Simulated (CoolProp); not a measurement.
Vapour-liquid equilibrium of R143a (1) + dimethyl ether (2) at 0.943 bar; x and y are mole fractions of (1).

Model: multi-fluid Helmholtz-energy mixture model, Lemmon and Jacobsen 2000 and Wu 2011; pair parameters Bell 2016, in CoolProp.

| x | bubble temperature, mixture model (°C) | bubble temperature, Raoult's law (°C) | y, mixture model | y, Raoult's law |
|---|---|---|---|---|
| 0.05 | -28.7 | -28.2 | [?] | 0.122 |
| 0.15 | -32.4 | -31.4 | [?] | 0.323 |
| 0.25 | -35.5 | -34.3 | [?] | 0.478 |
| 0.35 | -38.1 | -36.9 | 0.605 | 0.600 |
| 0.45 | -40.2 | -39.2 | [?] | 0.698 |
| 0.55 | [?] | -41.3 | [?] | 0.778 |
| 0.65 | [?] | -43.2 | 0.829 | 0.843 |
| 0.75 | -45.4 | -44.9 | 0.884 | 0.898 |
| 0.85 | -46.8 | -46.5 | [?] | 0.944 |
| 0.95 | -48.1 | -48.0 | 0.978 | 0.983 |

### Question
Complete the blanks.

### Answer

- 0.05, y, mixture model: 0.137
- 0.15, y, mixture model: 0.344
- 0.25, y, mixture model: 0.493
- 0.45, y, mixture model: 0.694
- 0.55, bubble temperature, mixture model (°C): -42.2
- 0.55, y, mixture model: 0.767
- 0.65, bubble temperature, mixture model (°C): -43.8
- 0.85, y, mixture model: 0.933

The largest gap from Raoult's law is -1.2 K in bubble temperature, at x = 0.35. No azeotrope shows between x = 0.05 and 0.95.

Pair parameters are fitted to limited data, so mixtures are less certain than the pure fluids.
